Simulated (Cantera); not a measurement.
Cantera run:

```python
import numpy as np
import cantera as ct

gas_names = """
    F F2 N NF NF2 NF3 N2 Si SiF SiF2 SiF3 SiF4 SiN Si2 Si2N Si3
""".split()
cond_names = """
    Si(cr) Si(L) Si3N4(a)
""".split()


# ... load() reads the species with a 1 bar reference pressure and builds the phases ...
atoms = {
    'Si': {'Si': 1},
    'F2': {'F': 2},
    'N2': {'N': 2},
}
top_T = {'Si3N4(a)': 2400}  # K; cautious upper limits of use, not melting points


# ... equilibrate(T, P, feed) seeds the gas with the atoms and calls Mixture.equilibrate('TP', solver="vcs", rtol=1e-11, max_steps=5000) ...
results = []
feed = {'Si': 1, 'F2': 3.3, 'N2': 0.74}  # mol
P = 10000  # Pa
for T in [450, 525, 600, 675, 750, 825, 900]:
    mix = equilibrate(T, P, feed)
    results.append((T, P, feed, dict(zip(mix.species_names, mix.species_moles))))

top = {s: max(r[3][s] / sum(r[3][g] for g in gas_names) for r in results) for s in gas_names}
cols = sorted((s for s in top if top[s] > 0.001), key=lambda s: -top[s])[:5]
seen = [c for c in cond_names if any(r[3].get(c, 0) > 1e-12 for r in results)]
print("log10 of partial pressures in bar; condensed amounts in mol")
print(f"{'T/K':>10s}" + "".join(f"{s[:9]:>10s}" for s in cols + seen))
for T, P, feed, n in results:
    ng = sum(n[g] for g in gas_names)
    print(f"{T:10.4g}" + "".join(f"{np.log10(max(n[s] / ng * P / 1e5, 1e-99)):10.3f}" for s in cols)
          + "".join(f"{n.get(c, 0):10.4g}" for c in seen))
```

Output:

```
log10 of partial pressures in bar; condensed amounts in mol
       T/K      SiF4       NF3        F2        N2         F
       450    -1.337    -1.399    -5.648    -1.850    -9.018
       525    -1.337    -1.400    -4.188    -1.850    -6.952
       600    -1.339    -1.407    -3.100    -1.845    -5.402
       675    -1.352    -1.455    -2.293    -1.814    -4.213
       750    -1.393    -1.632    -1.760    -1.738    -3.316
       825    -1.449    -2.037    -1.503    -1.663    -2.670
       900    -1.486    -2.626    -1.446    -1.639    -2.209
```

Cantera equilibrium calculation (NASA polynomials, part measured and part estimated; ideal gas, pure solids and liquids).
